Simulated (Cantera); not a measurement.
An adiabatic, constant-pressure homogeneous reactor starts with 15.2 % CO, 4.25 % H₂, 11.8 % O₂, 68.7 % N₂, at 1700 K and 101000 Pa.

Detailed kinetics in Cantera: GRI-Mech 3.0 (53 species, 325 reactions).

Q: Predict: time of steepest temperature rise; temperature at 10.0 s; equilibrium temperature; x(CO) at 10.0 s; x(H₂) at 10.0 s; x(O₂) at 10.0 s; x(NO) at 10.0 s; x(H) at 10.0 s.

A: 
```json
{
 "time_of_steepest_temperature_rise": "18.1 µs",
 "temperature at 10.0 s": "2658 K",
 "equilibrium_temperature": "2658 K",
 "x(CO) at 10.0 s": "0.0480 (gas-phase equilibrium 0.0480)",
 "x(H₂) at 10.0 s": "0.00237 (gas-phase equilibrium 0.00237)",
 "x(O₂) at 10.0 s": "0.0373 (gas-phase equilibrium 0.0373)",
 "x(NO) at 10.0 s": "0.0122 (gas-phase equilibrium 0.0122)",
 "x(H) at 10.0 s": "0.00236 (gas-phase equilibrium 0.00236)"
}
```
